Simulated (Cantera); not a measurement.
A closed system holds: 1 mol HMDSO, 8 mol N2O, 1.4 mol H2, 0.79 mol O3, held at 1525 K and 10.0 mbar.

Method: chemical equilibrium by Gibbs-energy minimisation in Cantera with the NASA 1993 tables (ideal gas, pure condensed phases). Candidate condensed phases: C, C6H6, C7H8, C8H18, H2O, Si, SiC, SiO2, Si2N2O, Si3N4; 151 gas species. The feed counts by its element totals alone. The tables hold silica as quartz up to 1696 K and as liquid above; real silica turns to tridymite and cristobalite and melts near 1996 K. Rates play no part.

Base state: H2 0.380, N2 0.328, CO 0.235, H2O 0.0457, CO2 0.0105, H 0.000146 (mole fractions); condensed: SiO2(β-quartz).

**Question.** What changes in the equilibrium state with this change: temperature from 1525 K to 700 K?

**Answer.** 
```csv
species,before,after
H2,0.380,0.377
N2,0.328,0.372
CO2,0.0105,0.105
CO,0.235,0.0510
CH4,<1e-9,0.0121
H2O,0.0457,0.0824
H,0.000146,<1e-9
NH3,7.73e-8,1.33e-5
"SiO2(β-quartz), mol",2.00,0
"C(graphite), mol",0,2.39
"SiO2(α-quartz), mol",0,2.00
```
